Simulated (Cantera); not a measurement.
Feed: 1 mol Fe2O3, 1.3 mol CH4, 0.18 mol CO, equilibrated at 1600 Pa.

Points: T (K) = 925, 1075, 1225, 1375, 1525, 1675, 1825, 1975, 2125.

Cantera's Mixture.equilibrate('TP', solver="vcs", rtol=1e-11, max_steps=5000) on the NASA tables stopped like this:

```
  P = 1600 Pa  gas = 4.08 mol
   x: H2 5.562e-01  CO 2.802e-01  CO2 8.255e-02  H2O 8.104e-02  CH4 5.136e-05
   condensed (mol): Fe(a) 0.9672  FeO(s) 1.033
T = 1075 K  P = 1600 Pa  gas = 4.08 mol
   x: H2 5.251e-01  CO 2.950e-01  H2O 1.121e-01  CO2 6.775e-02
   condensed (mol): Fe(a) 1.034  FeO(s) 0.966
T = 1225 K  P = 1600 Pa  gas = 4.08 mol
   x: H2 4.940e-01  CO 3.029e-01  H2O 1.433e-01  CO2 5.984e-02  H 1.732e-06
   condensed (mol): Fe(c) 1.129  FeO(s) 0.8713
T = 1375 K  P = 1600 Pa  gas = 4.08 mol
   x: H2 4.673e-01  CO 3.085e-01  H2O 1.699e-01  CO2 5.425e-02  H 1.852e-05
   condensed (mol): Fe(c) 1.215  FeO(s) 0.7853
ERROR: FAILURE its = 5001!

*******************************************************************************
CanteraError thrown by MultiPhase::equilibrate:
VCS solver failed. Return code: -1
*******************************************************************************
```

**Question.** What got this run through?

**Answer.** This is not unique; one that fits is The failure is numerical, not chemical. The same input converged with solver="gibbs", rtol=1e-10, max_steps=50000, and the result passed a check of the equilibrium conditions:
```
T = 925 K  P = 1600 Pa  gas = 4.08 mol
   x: H2 5.562e-01  CO 2.802e-01  CO2 8.255e-02  H2O 8.104e-02  CH4 5.136e-05
   condensed (mol): Fe(a) 0.9672  FeO(s) 1.033
T = 1075 K  P = 1600 Pa  gas = 4.08 mol
   x: H2 5.251e-01  CO 2.950e-01  H2O 1.121e-01  CO2 6.775e-02
   condensed (mol): Fe(a) 1.034  FeO(s) 0.966
T = 1225 K  P = 1600 Pa  gas = 4.08 mol
   x: H2 4.940e-01  CO 3.029e-01  H2O 1.433e-01  CO2 5.984e-02  H 1.732e-06
   condensed (mol): Fe(c) 1.129  FeO(s) 0.8713
T = 1375 K  P = 1600 Pa  gas = 4.08 mol
   x: H2 4.673e-01  CO 3.085e-01  H2O 1.699e-01  CO2 5.425e-02  H 1.852e-05
   condensed (mol): Fe(c) 1.215  FeO(s) 0.7853
T = 1525 K  P = 1600 Pa  gas = 4.08 mol
   x: H2 4.459e-01  CO 3.129e-01  H2O 1.912e-01  CO2 4.983e-02  H 1.249e-04  Fe 1.581e-05  Fe(OH)2 3.761e-06  OH 1.661e-06
   condensed (mol): Fe(c) 1.283  FeO(s) 0.7165
T = 1675 K  P = 1600 Pa  gas = 4.082 mol
   x: H2 4.323e-01  CO 3.173e-01  H2O 2.042e-01  CO2 4.522e-02  H 6.035e-04  Fe 2.595e-04  OH 1.379e-05  Fe(OH)2 1.378e-05
   condensed (mol): Fe(d) 1.317  FeO(L) 0.6815
T = 1825 K  P = 1600 Pa  gas = 4.096 mol
   x: H2 4.353e-01  CO 3.237e-01  H2O 1.983e-01  CO2 3.764e-02  Fe 2.615e-03  H 2.297e-03  OH 7.316e-05  Fe(OH)2 3.290e-05  FeO 1.497e-05
   condensed (mol): Fe(L) 1.256  FeO(L) 0.733
T = 1975 K  P = 1600 Pa  gas = 4.167 mol
   x: H2 4.225e-01  CO 3.216e-01  H2O 1.976e-01  CO2 3.349e-02  Fe 1.715e-02  H 7.032e-03  OH 3.134e-04  FeO 1.505e-04  Fe(OH)2 6.964e-05  O 3.837e-06
   condensed (mol): Fe(L) 1.193  FeO(L) 0.7343
T = 2125 K  P = 1600 Pa  gas = 4.511 mol
   x: H2 3.838e-01  CO 2.997e-01  H2O 1.830e-01  Fe 8.498e-02  CO2 2.842e-02  H 1.779e-02  FeO 1.071e-03  OH 1.052e-03  Fe(OH)2 1.222e-04  O 3.456e-05  O2 7.007e-06
   condensed (mol): Fe(L) 0.876  FeO(L) 0.7352
```

The gas is ideal and each condensed phase is pure. Each liquid is taken as pure. Mutual solubility and eutectic melting of coexisting phases are not modelled. The tables' stoichiometric FeO is somewhat more stable than real wüstite, so its field is too wide. FeO: taken at fixed stoichiometry.
